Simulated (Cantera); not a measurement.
Feed: 1 mol B₂H₆, 18 mol H₂O, 0.13 mol N₂, held at 1802 °C and 0.000650 bar.

Method: chemical equilibrium by Gibbs-energy minimisation in Cantera with the NASA 1993 tables (ideal gas, pure condensed phases). Candidate condensed phases: B, BN, B₂O₃, B₃O₃H₃, H₂O; 39 gas species. The feed counts by its element totals alone. The numbers say what is thermodynamically allowed, not how fast it happens.

Base state: H₂O 0.590, H₂ 0.249, HBO₂ 0.0810, H 0.0521, OH 0.0141, N₂ 0.00561, BO₂ 0.00234, O₂ 0.00215 (mole fractions); condensed: gas only.

What changes in the equilibrium state with this change: pressure from 0.000650 bar to 1.00 bar?


```
species   before     after
-------  -------  --------
H₂O        0.590     0.633
H₂         0.249     0.270
HBO₂      0.0810    0.0871
H         0.0521   0.00138
OH        0.0141  0.000370
O₂       0.00215   1.36e-6
O        0.00212   1.36e-6
NO       7.97e-5   2.06e-6
BO₂      0.00234   6.15e-5
```
